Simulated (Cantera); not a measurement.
Charge: 1 mol TEOS, 0.13 mol H2O, at 1025 K and 0.0290 bar.

Method: chemical equilibrium by Gibbs-energy minimisation in Cantera with the NASA 1993 tables (ideal gas, pure condensed phases). Candidate condensed phases: C, C6H6, C7H8, C8H18, H2O, Si, SiC, SiO2; 123 gas species. The feed counts by its element totals alone. Rates play no part.

Base state: H2 0.825, CO 0.173, CH4 0.00145, H2O 0.00109, CO2 0.000297 (mole fractions); condensed: C(graphite) + SiO2(β-quartz).

Problem. What changes in the equilibrium state with this change: TEOS replaced by SiF4?

Solution. 
```tsv
species	before	after
SiF4	0	0.794
HF	0	0.193
H2O	0.00109	0.0130
H2	0.825	7.30e-8
CO	0.173	0
CH4	0.00145	0
CO2	0.000297	0
C(graphite), mol	5.87	0
SiO2(β-quartz), mol	1.00	0.0573
```
